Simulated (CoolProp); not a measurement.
Vapour pressure (MPa) of R1233zd(E): the reference equation beside estimates from Tc = 438.9 K, pc = 3.583 MPa, ω = 0.304.

Model: reference Helmholtz-energy equation of state, Akasaka 2022, in CoolProp.

```tsv
T (K)	reference	van der Waals	Redlich-Kwong
256.2	0.02176	0.2652	0.05469
270.1	0.04237	(withheld)	0.09535
283.9	0.07609	0.4743	0.1551
297.7	0.1283	0.6106	0.2389
311.5	0.2050	(withheld)	0.3519
325.4	(withheld)	(withheld)	0.5000
339.2	0.4614	1.169	0.6861
353	0.6561	1.408	0.9157
```

Q: What belongs in the gaps?

A: 
- 270.1, van der Waals: 0.3599
- 311.5, van der Waals: 0.7707
- 325.4, reference: 0.3140
- 325.4, van der Waals: 0.9572

Absolute difference from the reference over all 8 rows, mean and median: van der Waals 439.5 and 325.9 %, Redlich-Kwong 85.7 and 78.9 %.
